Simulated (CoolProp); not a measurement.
500 sccm (0 °C, 1 atm) of nitrogen bubbles through liquid water at 348.4 K and leaves saturated at a total pressure of 0.15 MPa (ideal gas phase). Each further row changes one setting.

Computed with CoolProp (reference Helmholtz-energy equation of state, Wagner 2002).

```tsv
case	vapour pressure (kPa)	mole fraction of vapour	delivery (mg/min)	delivery (sccm)	change of delivery for a bath 1 K warmer (%)
as stated	39.0	0.260	(withheld)	176	(withheld)
bath temperature 353.4 K	47.9	0.319	189	(withheld)	6.2
total pressure 0.3 MPa	39.0	(withheld)	(withheld)	74.7	(withheld)
```

Fill in the missing entries.


- as stated, delivery (mg/min): 141
- as stated, change of delivery for a bath 1 K warmer (%): 5.8
- bath temperature 353.4 K, delivery (sccm): 235
- total pressure 0.3 MPa, mole fraction of vapour: 0.130
- total pressure 0.3 MPa, delivery (mg/min): 60.1
- total pressure 0.3 MPa, change of delivery for a bath 1 K warmer (%): 4.9
